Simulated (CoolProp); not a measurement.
Saturation properties of the fluoroketone C6F12O (FK-5-1-12) (Tc = 441.8 K, pc = 1.869 MPa, ω = 0.471).

The numbers come from the reference Helmholtz-energy equation of state, McLinden 2015 in CoolProp.

| T (K) | p (MPa) | liquid density (kg/m³) | vapour density (kg/m³) | enthalpy of vaporisation (kJ/kg) | liquid cp (kJ/(kg K)) |
|---|---|---|---|---|---|
| 350.4 | 0.2454 | 1429 | 30.26 | 78.92 | 1.156 |
| 356.5 | 0.2908 | 1406 | 35.86 | 76.77 | 1.166 |
| 362.7 | 0.3431 | 1382 | 42.42 | 74.49 | 1.177 |
| 368.8 | 0.4014 | 1357 | 49.86 | 72.13 | 1.189 |
| 374.9 | 0.4668 | 1331 | 58.42 | 69.66 | 1.203 |
| 381.1 | 0.5414 | 1304 | 68.46 | 67.00 | 1.218 |
| 387.2 | 0.6231 | 1275 | 79.88 | 64.21 | 1.236 |
| 393.3 | 0.7140 | 1245 | 93.14 | 61.24 | 1.257 |
| 399.5 | 0.8163 | 1212 | 108.9 | 57.98 | 1.283 |
| 405.6 | 0.9277 | 1177 | 127.3 | 54.48 | 1.315 |
| 411.7 | 1.050 | 1138 | 149.2 | 50.61 | 1.358 |
| 417.9 | 1.188 | 1094 | 176.7 | 46.18 | 1.420 |
| 424 | 1.337 | 1044 | 211.1 | 41.10 | 1.518 |
| 430.1 | 1.501 | 982.6 | 257.4 | 34.89 | 1.705 |

It boils at 322.2 K under 1 atm.
